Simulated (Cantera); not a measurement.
Input: 1 mol C₂F₆, 0.059 mol H₂, held at 402 °C and 0.000310 bar.

These are equilibrium values from Cantera (NASA tables, ideal gas, pure condensed phases), not measurements of a reactor. Candidate condensed phases: C, C₆H₆, C₇H₈, C₈H₁₈; 95 gas species. The feed counts by its element totals alone. Condensed phases not in the tables: fluorocarbon polymer. Gases not in the tables: C₂F₆ and larger saturated fluorocarbons. Equilibrium is a limit: real reactors are often held back by kinetics, nucleation or transport.

Base state: CF₄ 0.926, HF 0.0743 (mole fractions); condensed: C(graphite).

Q: What changes in the equilibrium state with this change: H₂ from 0.059 to 0.083 mol?

A: 
```tsv
species	before	after
CF₄	0.926	0.898
HF	0.0743	0.102
C(graphite), mol	0.529	0.541
```

Q: What changes in the equilibrium state with this change: H₂ from 0.059 to 0.08 mol?

A: 
```csv
species,before,after
CF₄,0.926,0.901
HF,0.0743,0.0988
"C(graphite), mol",0.529,0.540
```
